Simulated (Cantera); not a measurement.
Input: 1 mol borazine, 0.28 mol H2O, held at 0.00133 bar.

Method: chemical equilibrium by Gibbs-energy minimisation in Cantera with the NASA 1993 tables (ideal gas, pure condensed phases). Candidate condensed phases: B, BN, B2O3, B3O3H3, H2O; 39 gas species. The feed counts by its element totals alone. Mutual solubility and eutectic melting of coexisting phases are not modelled. The tables' values for BH2 are old estimates; treat these amounts as uncertain. Equilibrium is a limit: real reactors are often held back by kinetics, nucleation or transport. All values below are at 1677 °C.

Base state: H2 0.859, HBO 0.0421, N2 0.0411, H 0.0291, BO 0.0217, B2O2 0.00607, BH2 0.000299, B2O 0.000281 (mole fractions); condensed: B(s) + BN(s).

Question: What changes in the equilibrium state with this change: borazine replaced by B2O3?

Answer: 
```tsv
species	before	after
B2O3	2.61e-5	0.577
HBO2	2.57e-5	0.370
H2O	2.44e-6	0.0229
H2	0.859	0.00626
N2	0.0411	0
BO2	9.55e-8	0.0161
HBO	0.0421	0.000471
H	0.0291	0.00248
BO	0.0217	0.00284
O2	<1e-9	0.000385
BH2	0.000299	<1e-9
B2O	0.000281	<1e-9
O	<1e-9	0.000243
B(s), mol	0.0188	0
BN(s), mol	2.70	0
```
